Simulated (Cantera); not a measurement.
An isothermal, constant-pressure homogeneous reactor starts with 0.211 % CH3OH, 2.79 % O2, 96.0 % N2, 0.960 % H2O, equivalence ratio 0.11, at 1348 K and 2480 Torr.

Detailed kinetics in Cantera: GRI-Mech 3.0 (53 species, 325 reactions). GRI-Mech 3.0 was tuned for natural gas; its chemistry of methanol as a main component is partial and can be far from experiment.

Question: Predict: x(O2) at 90.0 s; x(O) at 90.0 s; x(NO) at 90.0 s.

Answer: 
```json
{
 "x(O2) at 90.0 s": "0.0247 (gas-phase equilibrium 0.0246)",
 "x(O) at 90.0 s": "3.55e-8 (gas-phase equilibrium 3.54e-8)",
 "x(NO) at 90.0 s": "8.17e-8 (gas-phase equilibrium 0.000203)"
}
```
